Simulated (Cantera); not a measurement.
Cu₂O + H₂ + H₂O (hydrogen reduction and annealing atmospheres)

A closed system holds: 1 mol Cu₂O, a varied amount of H₂, 0.3 mol H₂O, equilibrated at 627 °C and 0.133 bar.

Cantera equilibrium calculation (NASA polynomials, part measured and part estimated; ideal gas, pure solids and liquids). Candidate condensed phases: Cu, CuO, Cu(OH)₂, Cu₂O, H₂O; 12 gas species. Equilibrium is a limit: real reactors are often held back by kinetics, nucleation or transport.

| n(H₂) (mol) | x H₂ | x H₂O | n Cu(s) |
|---|---|---|---|
| 1.1 | 0.0714 | 0.929 | 2.00 |
| 2 | 0.435 | 0.565 | 2.00 |
| 3.7 | 0.675 | 0.325 | 2.00 |
| 6.7 | 0.814 | 0.186 | 2.00 |
| 12 | 0.894 | 0.106 | 2.00 |
| 22 | 0.942 | 0.0583 | 2.00 |
| 41 | 0.969 | 0.0315 | 2.00 |
| 74 | 0.983 | 0.0175 | 2.00 |
| 140 | 0.991 | 0.00927 | 2.00 |
| 250 | 0.995 | 0.00519 | 2.00 |
| 450 | 0.997 | 0.00289 | 2.00 |
| 820 | 0.998 | 0.00158 | 2.00 |
| 1500 | 0.999 | 0.000866 | 2.00 |
x: gas mole fraction; n: condensed amount in mol.

From 1.1 mol H₂ to 1500 mol H₂ the condensed part is Cu(s).
